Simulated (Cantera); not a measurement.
An isothermal, constant-pressure homogeneous reactor starts with 10.4 % H₂, 7.46 % O₂, 82.1 % N₂, at 1025 K and 750 Torr.

Detailed kinetics in Cantera: the H2/O2 subset of GRI-Mech 3.0, which has no nitrogen chemistry. The temperature is held fixed by assumption; the heat of reaction is taken as removed at once.

One state of this run: x H₂ = 0.00197; x O₂ = 0.0246; x O = 9.96e-7; x H = 8.14e-7; x HO₂ = 1.50e-5. x: mole fraction; the columns are a selection and need not sum to one.

Question: Which value of t (s) does it belong to?
(A) 0.00144
(B) 0.0200
(C) 1.04
(D) 200

Answer: B, 0.0200
